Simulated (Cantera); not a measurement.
A Cantera script and its output.

```python
import numpy as np
import cantera as ct

gas = ct.Solution("h2o2.yaml")
gas.TPX = 400, 280000, {'H2': 1, 'O2': 0.769, 'N2': 3.31}
flame = ct.FreeFlame(gas, width=0.019)
flame.set_refine_criteria(ratio=3, slope=0.08, curve=0.16)
flame.transport_model = "mixture-averaged"
flame.solve(loglevel=0, auto=True)
z, T = flame.grid, flame.T
thick = (T[-1] - T[0]) / np.gradient(T, z).max()
show = ['H2', 'O2', 'O', 'H2O2', 'HO2', 'H2O']
print(f"laminar burning velocity  {flame.velocity[0] * 100:.3f} cm/s")
print(f"burnt temperature         {T[-1]:.1f} K")
print(f"thermal thickness         {thick * 1e3:.4f} mm")
print(f"grid points               {len(z)}")
z0 = z[flame.heat_release_rate.argmax()]
print(f"{'z/mm':>9s}{'T/K':>9s}{'u/(m/s)':>9s}" + "".join(f"{s:>11s}" for s in show))
rows = []
for k in (-3, -2, -1.5, -1, -0.5, -0.25, 0, 0.25, 0.5, 1, 2, 4, 8):
    zz = z0 + k * thick
    rows.append([k * thick, np.interp(zz, z, T), np.interp(zz, z, flame.velocity),
                 *(np.interp(zz, z, flame.X[gas.species_index(s)]) for s in show)])
    print(f"{rows[-1][0] * 1e3:9.3f}{rows[-1][1]:9.1f}{rows[-1][2]:9.3f}" + "".join(f"{x:11.3e}" for x in rows[-1][3:]))
```

Result:

```
laminar burning velocity  90.412 cm/s
burnt temperature         1843.8 K
thermal thickness         0.1363 mm
grid points               108
     z/mm      T/K  u/(m/s)         H2         O2          O       H2O2        HO2        H2O
   -0.409    400.2    0.903  1.953e-01  1.517e-01  1.067e-10  1.329e-08  2.334e-08  5.694e-06
   -0.273    401.2    0.901  1.907e-01  1.526e-01  1.339e-09  1.836e-07  3.196e-07  6.524e-05
   -0.204    404.2    0.901  1.840e-01  1.538e-01  5.920e-09  8.817e-07  1.540e-06  2.778e-04
   -0.136    423.9    0.926  1.655e-01  1.566e-01  5.503e-08  8.758e-06  1.636e-05  2.235e-03
   -0.068    609.8    1.277  1.157e-01  1.547e-01  7.083e-06  9.735e-05  3.764e-04  2.708e-02
   -0.034    919.4    1.893  7.841e-02  1.373e-01  1.957e-04  9.789e-05  4.477e-04  7.119e-02
    0.000   1256.9    2.572  4.290e-02  1.084e-01  1.397e-03  2.502e-05  2.341e-04  1.265e-01
    0.034   1484.9    3.035  1.957e-02  8.381e-02  2.891e-03  5.438e-06  1.328e-04  1.669e-01
    0.068   1613.2    3.295  9.496e-03  7.181e-02  3.226e-03  3.092e-06  8.598e-05  1.861e-01
    0.136   1730.9    3.529  3.941e-03  6.536e-02  2.265e-03  1.641e-06  4.621e-05  1.986e-01
    0.273   1802.1    3.665  1.517e-03  6.380e-02  9.265e-04  8.241e-07  1.922e-05  2.050e-01
    0.545   1831.4    3.720  4.400e-04  6.370e-02  2.704e-04  3.792e-07  6.116e-06  2.080e-01
    1.091   1840.4    3.737  1.278e-04  6.386e-02  8.279e-05  1.778e-07  2.162e-06  2.090e-01
```

Model: the H2/O2 subset of GRI-Mech 3.0, which has no nitrogen chemistry, integrated in Cantera. The hydrogen kinetics of GRI-Mech 3.0 are dated; newer H2 mechanisms differ, most at raised pressure. Burning velocities carry a grid error of a few per cent, more on coarse grids. Lean hydrogen flames are cellular in practice and burn faster than this planar one.
